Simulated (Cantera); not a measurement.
Charge: 1 mol Cu₂O, 0.34 mol CH₄, 0.2 mol CO, held at 0.460 bar.

These are equilibrium values from Cantera (NASA tables, ideal gas, pure condensed phases), not measurements of a reactor. Candidate condensed phases: C, C₆H₆, C₇H₈, C₈H₁₈, Cu, CuO, Cu(OH)₂, Cu₂O, H₂O; 113 gas species. Equilibrium is a limit: real reactors are often held back by kinetics, nucleation or transport. All values below are at 1475 °C.

Base state: H₂O 0.378, CO 0.279, H₂ 0.179, CO₂ 0.163, Cu 0.000633, H 0.000143, OH 1.75e-5 (mole fractions); condensed: Cu(l).

Q: What changes in the equilibrium state with this change: CO from 0.2 to 1.3 mol?

A: 
```json
[
 {"species": "CO", "before": "0.279", "after": "0.563"},
 {"species": "H₂", "before": "0.179", "after": "0.152"},
 {"species": "CO₂", "before": "0.163", "after": "0.144"},
 {"species": "H₂O", "before": "0.378", "after": "0.141"},
 {"species": "Cu", "before": "0.000633", "after": "0.000633"},
 {"species": "OH", "before": "1.75e-5", "after": "7.08e-6"},
 {"species": "H", "before": "0.000143", "after": "0.000131"},
 {"species": "Cu(l), mol", "before": "2.00", "after": "2.00"}
]
```
